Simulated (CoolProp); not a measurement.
The numbers come from the reference Helmholtz-energy equation of state, Lemmon 2006 in CoolProp. It is a short technical equation, of lower accuracy than the large ones.

Give the vapour pressure (bar), liquid cp (kJ/(kg K)), surface tension (mN/m), liquid viscosity (µPa s) of saturated hydrogen sulfide at -2.55 °C.


```csv
T (°C),p (bar),liquid cp (kJ/(kg K)),surface tension (mN/m),liquid viscosity (µPa s)
-2.55,9.57,2.09,16.5,159
```

Viscosity comes from a separate model (Quiñones-Cisneros 2012). Surface tension comes from a separate correlation (Mulero 2012).
